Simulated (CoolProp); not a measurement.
Vapour-liquid equilibrium of toluene (1) + ethylbenzene (2) at 1.19 MPa; x and y are mole fractions of (1).

The numbers come from the multi-fluid Helmholtz-energy mixture model, Lemmon 2006 and Zhou 2012; pair parameters Bell 2016 in CoolProp.

| x | bubble temperature (K) | y at the bubble point | dew temperature at overall composition x (K) | liquid density (mol/L) |
|---|---|---|---|---|
| 0.05 | 531.1 | 0.069 | 531.7 | 5.832 |
| 0.2 | 525.8 | 0.260 | ? | 5.996 |
| 0.35 | ? | 0.431 | 523.2 | 6.161 |
| 0.5 | 516.1 | ? | 518.7 | 6.330 |
| 0.65 | 511.4 | 0.727 | 514.0 | 6.503 |
| 0.8 | 506.8 | 0.855 | ? | 6.679 |
| 0.95 | 502.2 | 0.966 | ? | 6.855 |

Problem. Some entries are withheld; supply them.

Solution. 
- 0.2, dew temperature at overall composition x (K): 527.5
- 0.35, bubble temperature (K): 520.8
- 0.5, y at the bubble point: 0.586
- 0.8, dew temperature at overall composition x (K): 508.8
- 0.95, dew temperature at overall composition x (K): 502.9

No azeotrope shows between x = 0.05 and 0.95.

The pair parameters rest on a limited set of measurements; away from them the model extrapolates.
